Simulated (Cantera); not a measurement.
Input (Python, Cantera) and output of one run.

```python
import numpy as np
import cantera as ct

gas_names = """
    B BH BH2 BH3 BN B2 H H2 N NH NH2 NH3 N2 N2H2 N2H4
""".split()
cond_names = """
    B(b) B(L) BN(s)
""".split()


def load(file, names, dense=False):
    # The tables refer to 1 bar. Condensed volumes are neglected.
    table = {s.name: s for s in ct.Species.list_from_file(file)}
    out = []
    for n in names:
        d = dict(table[n].input_data)
        d["thermo"] = dict(d["thermo"], **{"reference-pressure": 1e5})
        if dense:
            d["equation-of-state"] = {"model": "constant-volume", "density": "1e6 g/cm^3"}
        out.append(ct.Species.from_dict(d))
    return out


gas = ct.Solution(thermo="ideal-gas", species=load("nasa_gas.yaml", gas_names))
cond = {s.name: ct.Solution(thermo="fixed-stoichiometry", species=[s], name=s.name)
        for s in load("nasa_condensed.yaml", cond_names, dense=True)}
atoms = {
    'borazine': {'B': 3, 'N': 3, 'H': 6},
    'H2': {'H': 2},
}
top_T = {'BN(s)': 3200}  # K; cautious upper limits of use, not melting points


def equilibrate(T, P, feed):
    n = {}
    for name, mol in feed.items():
        for a, k in atoms[name].items():
            n[a] = n.get(a, 0.0) + k * mol
    gas.TPX = T, P, n
    mass = sum(n.values()) * gas.mean_molecular_weight
    gas.equilibrate("TP")
    valid = [c for c in cond.values() if c.min_temp <= T <= top_T.get(c.name, c.max_temp)]
    mix = ct.Mixture([(gas, mass / gas.mean_molecular_weight)] + [(c, 0.0) for c in valid])
    mix.T, mix.P = T, P
    mix.equilibrate("TP", solver="vcs", rtol=1e-11, max_steps=5000)
    return mix


results = []
feed = {'borazine': 1, 'H2': 40}  # mol
T = 2073  # K
P = 133.322  # Pa
mix = equilibrate(T, P, feed)
results.append((T, P, feed, dict(zip(mix.species_names, mix.species_moles))))
x = sorted(zip(gas.X, gas.species_names), reverse=True)
print(f"T = {T:g} K  P = {P:g} Pa  gas = {mix.phase_moles(0):.4g} mol")
print("   x: " + "  ".join(f"{s} {v:.3e}" for v, s in x if v > 0.0001))
print("   condensed (mol): " + ("  ".join(f"{mix.phase(i).name} {mix.phase_moles(i):.4g}"
      for i in range(1, mix.n_phases) if mix.phase_moles(i) > 1e-12) or "none"))
```

Result:

```
T = 2073 K  P = 133.322 Pa  gas = 46.09 mol
   x: H2 8.982e-01  H 6.826e-02  N2 3.255e-02  BH2 6.297e-04  B 3.226e-04
   condensed (mol): B(b) 2.955
```

These are equilibrium values from Cantera (NASA tables, ideal gas, pure condensed phases), not measurements of a reactor. The feed counts by its element totals alone. The tables' values for BH2 are old estimates; treat these amounts as uncertain.
